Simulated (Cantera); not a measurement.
Charge: 1 mol B, 0.14 mol H₂O, 8.5 mol N₂, at 1550 K and 10.0 mbar.

Equilibrium computed with Cantera from the NASA thermochemical tables; the gas is ideal and each condensed phase is pure. Candidate condensed phases: B, BN, B₂O₃, B₃O₃H₃, H₂O; 39 gas species. Equilibrium is a limit: real reactors are often held back by kinetics, nucleation or transport.

Base state: N₂ 0.977, H₂ 0.0158, B₂O₃ 0.00421, HBO₂ 0.00152, HBO 0.000767, B₂O₂ 0.000243, BO 4.66e-5, H 3.96e-5 (mole fractions); condensed: BN(s).

### Question
What changes in the equilibrium state with this change: B replaced by B₂O₃?

### Answer
| species | before | after |
|---|---|---|
| N₂ | 0.977 | 0.966 |
| HBO₂ | 0.00152 | 0.0236 |
| B₂O₃ | 0.00421 | 0.00583 |
| H₂ | 0.0158 | 5.07e-5 |
| B₂O₂ | 0.000243 | 6.17e-9 |
| NO | <1e-9 | 1.08e-5 |
| HBO | 0.000767 | 2.19e-7 |
| BN(s), mol | 0.907 | 0 |
| B₂O₃(l), mol | 0 | 0.845 |
